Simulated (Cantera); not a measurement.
Charge: 1 mol Zr, 0.3 mol H₂O.

Cantera equilibrium calculation (NASA polynomials, part measured and part estimated; ideal gas, pure solids and liquids). Candidate condensed phases: H₂O, Zr, ZrO₂; 12 gas species. Mutual solubility and eutectic melting of coexisting phases are not modelled. Condensed phases not in the tables: N, O or C dissolved in the metal. Equilibrium is a limit: real reactors are often held back by kinetics, nucleation or transport.

**Question.** What condenses at these points (T in K, P in Pa): (2325, 0.50); (1425, 1000000); (2325, 63); (2775, 0.50); (1725, 1600); (2625, 1600)?

**Answer.** 
```
T (K)  P in Pa  condensed phases  Zr condensed (%)
-----  -------  ----------------  ----------------
2325      0.50                Zr              63.4
1425   1000000         Zr + ZrO₂             100.0
2325        63         Zr + ZrO₂              99.5
2775      0.50          gas only               0.0
1725      1600         Zr + ZrO₂             100.0
2625      1600         Zr + ZrO₂              99.3
```
